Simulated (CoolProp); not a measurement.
Saturation properties of chloromethane (R40) (Tc = 418.6 K, pc = 6929 kPa, ω = 0.150).

Values from CoolProp's reference Helmholtz-energy equation of state, Thol 2014.

```tsv
T (K)	p (kPa)	liquid density (kg/m³)	liquid cp (kJ/(kg K))	vapour Z
324.2	?	?	1.710	?
329.6	1313	843.4	1.735	0.8166
335	1487	830.5	1.763	0.8013
340.4	1678	817.2	1.795	0.7853
345.8	?	803.5	1.832	0.7684
351.2	2113	789.2	1.876	0.7506
356.6	2359	774.3	1.927	0.7319
362	2625	758.7	1.987	0.7121
```

### Question
What belongs in the gaps?

### Answer

- 324.2, p (kPa): 1154
- 324.2, liquid density (kg/m³): 855.9
- 324.2, vapour Z: 0.8311
- 345.8, p (kPa): 1886

It boils at 249.2 K under 1 atm.
